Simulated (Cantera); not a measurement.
A Cantera script and what it prints.

```python
import numpy as np
import cantera as ct

gas_names = """
    CL CL2 H HCL H2 Si SiCL SiCL2 SiCL3 SiCL4 SiH SiHCL3 SiH2 SiH2CL2 SiH3 SiH3CL SiH4 Si2 Si3
""".split()
cond_names = """
    Si(cr) Si(L)
""".split()


# ... load() reads the species with a 1 bar reference pressure and builds the phases ...
atoms = {
    'SiCl4': {'Si': 1, 'CL': 4},
    'HCl': {'H': 1, 'CL': 1},
    'H2': {'H': 2},
}
top_T = {}  # K; cautious upper limits of use, not melting points


# ... equilibrate(T, P, feed) seeds the gas with the atoms and calls Mixture.equilibrate('TP', solver="vcs", rtol=1e-11, max_steps=5000) ...
results = []
feed = {'SiCl4': 1, 'HCl': 1.8, 'H2': 12}  # mol
T = 1523  # K
P = 101325  # Pa
mix = equilibrate(T, P, feed)
results.append((T, P, feed, dict(zip(mix.species_names, mix.species_moles))))
print(gas.report(threshold=1e-06))
for i in range(1, mix.n_phases):
    print(f"{mix.phase(i).name:16s} {mix.phase_moles(i):12.5e} mol")
```

Output:

```
       temperature   1523 K
          pressure   1.0133e+05 Pa
           density   0.13585 kg/m^3
  mean mol. weight   16.977 kg/kmol
   phase of matter   gas

                          1 kg             1 kmol
                     ---------------   ---------------
          enthalpy       -1.1177e+05       -1.8976e+06  J
   internal energy       -8.5764e+05       -1.4561e+07  J
           entropy             12577        2.1353e+05  J/K
    Gibbs function       -1.9267e+07       -3.2711e+08  J
 heat capacity c_p            2121.8             36024  J/K
 heat capacity c_v            1632.1             27709  J/K

                      mass frac. Y      mole frac. X     chem. pot. / RT
                     ---------------   ---------------   ---------------
                CL         8.553e-06        4.0962e-06           -24.912
                 H         1.175e-06        1.9791e-05           -9.4656
               HCL           0.41153           0.19164           -34.378
                H2          0.088224           0.74297           -18.931
             SiCL2           0.15254          0.026163           -56.268
             SiCL3          0.099827          0.012607            -81.18
             SiCL4           0.18155          0.018144           -106.09
            SiHCL3          0.062984         0.0078949           -90.645
           SiH2CL2          0.003289        0.00055285           -75.199
            SiH3CL        4.4741e-05        1.1412e-05           -59.752
     [   +9 minor]        2.0969e-06        7.4066e-07

Si(cr)            0.00000e+00 mol
```

Equilibrium computed with Cantera from the NASA thermochemical tables; the gas is ideal and each condensed phase is pure. The tables' values for SiCl3 are old estimates; treat these amounts as uncertain.
